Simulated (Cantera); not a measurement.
Equilibrium for silicon nitride deposition: Si2Cl6 + NH3 + H2

Input: 1 mol Si2Cl6, 2 mol NH3, 18 mol H2, at 0.150 bar.

These are equilibrium values from Cantera (NASA tables, ideal gas, pure condensed phases), not measurements of a reactor. Candidate condensed phases: NH4Cl, Si, Si3N4; 28 gas species. The feed counts by its element totals alone. Mutual solubility and eutectic melting of coexisting phases are not modelled. The tables' values for SiCl3, SiCl, SiN are old estimates; treat these amounts as uncertain. Gases not in the tables: Si2H6 and higher silanes. The numbers say what is thermodynamically allowed, not how fast it happens.

```tsv
T (K)	log p H2	log p HCl	log p SiCl2	log p N2	log p SiCl4	n Si3N4(s)	n Si(l)
1275	-0.92	-1.58	-3.51	-4.07	-2.65	0.493	0
1375	-0.93	-1.56	-2.92	-3.72	-2.89	0.485	0
1475	-0.93	-1.56	-2.57	-3.22	-3.29	0.452	0
1575	-0.93	-1.60	-2.34	-2.81	-3.78	0.375	0
1675	-0.93	-1.67	-2.16	-2.53	-4.33	0.262	0
1775	-0.93	-1.75	-2.06	-2.23	-4.90	0.0158	0.458
1875	-0.93	-1.73	-2.08	-2.22	-5.32	0	0.568
1975	-0.94	-1.71	-2.10	-2.22	-5.71	0	0.621
2075	-0.94	-1.70	-2.12	-2.22	-6.06	0	0.657
```
log p: log10 of the partial pressure in bar; n: condensed amount in mol.

From 1275 K to 1675 K the condensed part is Si3N4(s). At 1775 K the condensed part is Si(l) + Si3N4(s). From 1875 K to 2075 K the condensed part is Si(l). The main Si-bearing gas is SiCl4 at 1275 K and SiCl2 at 2075 K. The share of Si in condensed phases is highest at 1275 K (74.0 %) and lowest at 1775 K (25.3 %).
